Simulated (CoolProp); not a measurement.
A simple Rankine cycle with isohexane: condensing at 305.15 K, boiler at 0.166 MPa, turbine inlet 364.8 K, turbine efficiency 0.8, pump efficiency 0.6, no recuperator. Each further row changes one setting.

The numbers come from the reference Helmholtz-energy equation of state, Lemmon 2006 in CoolProp. It is a short technical equation, of lower accuracy than the large ones.

```tsv
case	thermal efficiency (%)	net work (kJ/kg)	heat in (kJ/kg)	turbine exit temperature (K)	volume ratio over the turbine
as stated	8.6	38.6	447	341.7	4.34
turbine inlet 384.8 K	8.4	41.1	488	361.9	4.32
condensing temperature 297.15 K	10.1	46.8	465	337.0	5.94
boiler pressure 0.116 MPa	6.7	29.9	449	347.5	3.03
turbine efficiency 0.7	7.6	33.7	447	344.2	4.38
```
